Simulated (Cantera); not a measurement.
Charge: 1 mol V₂O₃, 1000 mol H₂, a varied amount of N₂, held at 0.133 bar.

Method: chemical equilibrium by Gibbs-energy minimisation in Cantera with the NASA 1993 tables (ideal gas, pure condensed phases). Candidate condensed phases: H₂O, V, VN, VO, V₂O₃, V₂O₄, V₂O₅; 28 gas species. Mutual solubility and eutectic melting of coexisting phases are not modelled. VN, VO: taken at fixed stoichiometry. Condensed phases not in the tables: the oxides between V₂O₃ and V₂O₅ other than VO₂, solid solutions among these carbides, nitrides and lower oxides, V₂N. Kinetics and transport are ignored.

Stable condensed phases, one row left out:

```
T in K \ n(N₂) in mol
         0.52  1.7  2.8    4  5.1  6.2  7.4  8.5  9.7
   1448     A    A    A    A    A    A    A    A    A
   1398     A    A    A    A    A    A    A    A    A
   1348     A    A    A    A    A    A    A    A    A
   1298     B    B    B    B    B    B    B    C    C
   1198     B    C    C    C    C    C    C    C    C
   1148     C    C    C    C    C    C    C    C    C
   1098     C    C    C    C    C    C    C    C    C
   1048     C    C    C    C    C    C    C    C    C
    998     C    C    C    C    C    C    C    C    C
    948     C    C    C    C    C    C    C    C    C
    898     C    C    C    C    C    C    C    C    C
    848     C    C    C    C    C    C    C    C    C
```

A: VO; B: VO + V₂O₃; C: VN + V₂O₃.

**Question.** Give the row for 1248 K.

**Answer.** 0.52: VO + V₂O₃; 1.7: VO + V₂O₃; 2.8: VN + V₂O₃; 4: VN + V₂O₃; 5.1: VN + V₂O₃; 6.2: VN + V₂O₃; 7.4: VN + V₂O₃; 8.5: VN + V₂O₃; 9.7: VN + V₂O₃.
